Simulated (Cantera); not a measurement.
A closed system holds: 1 mol Si3N4, 0.0049 mol Si, 3.2 mol H2.

These are equilibrium values from Cantera (NASA tables, ideal gas, pure condensed phases), not measurements of a reactor. Candidate condensed phases: Si, Si3N4; 18 gas species. Mutual solubility and eutectic melting of coexisting phases are not modelled. Equilibrium is a limit: real reactors are often held back by kinetics, nucleation or transport.

Stable condensed phases, one row left out:

```
T in °C \ P in Pa
               1     5.6      32     180    1000    5600   32000  180000 1000000
   2327        A       A       A       A       A       B       B       B       B
   2277        A       A       A       A       A       B       B       B       B
   2227        A       A       A       A       A       B       B       B       B
   2177        A       A       A       A       A       B       B       B       B
   2127        A       A       A       A       B       B       B       B       B
   2077        A       A       A       A       B       B       B       B       B
   2027        A       A       A       A       B       B       B       B       B
   1977        A       A       A       B       B       B       B       B       C
   1927        A       A       A       B       B       B       B       B       C
   1877        A       A       A       B       B       B       B       B       C
   1777        A       A       B       B       B       B       B       C       C
   1727        A       A       B       B       B       B       B       C       C
```

A: gas only; B: Si; C: Si + Si3N4.

### Question
Give the row for 1827 °C.

### Answer
1: gas only; 5.6: gas only; 32: gas only; 180: Si; 1000: Si; 5600: Si; 32000: Si; 180000: Si + Si3N4; 1000000: Si + Si3N4.
